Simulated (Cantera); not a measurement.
Source: NASA polynomial tables (part measured, part estimated), evaluated in Cantera. Values are per mole of reaction as written; species without (g) are pure solids or liquids, kept so even where they would boil at 1 bar.

Between 300 and 2000 K, where is each reaction favourable under standard conditions?
- Si3N4 + 6 C → 2 N2(g) + 3 SiC2(g)


- Si3N4 + 6 C → 2 N2(g) + 3 SiC2(g): ΔG° is 2306 kJ at 300 K and 720 kJ at 2000 K; it stays positive (K < 1). ΔH° is 2512 kJ and ΔS° 896 J/K at 2000 K.
